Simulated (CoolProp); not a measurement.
A simple Rankine cycle with hydrogen sulfide: condensing at 306.15 K, boiler at 5.49 MPa, turbine inlet 495.2 K, turbine efficiency 0.85, pump efficiency 0.6, no recuperator. Each further row changes one setting.

The numbers come from the reference Helmholtz-energy equation of state, Lemmon 2006 in CoolProp. It is a short technical equation, of lower accuracy than the large ones.

```tsv
case	thermal efficiency (%)	net work (kJ/kg)	heat in (kJ/kg)	turbine exit temperature (K)	volume ratio over the turbine
as stated	10.5	63.0	603	417.2	1.92
turbine inlet 515.2 K	10.6	66.8	628	___	___
condensing temperature 298.15 K	12.4	76.9	620	400.9	2.25
boiler pressure 3.84 MPa	6.3	38.6	618	___	1.44
turbine efficiency 0.75	9.1	54.8	603	424.2	1.97
```

Problem. Complete the blanks.

Solution. 
- turbine inlet 515.2 K, turbine exit temperature (K): 435.3
- turbine inlet 515.2 K, volume ratio over the turbine: 1.93
- boiler pressure 3.84 MPa, turbine exit temperature (K): 451.0
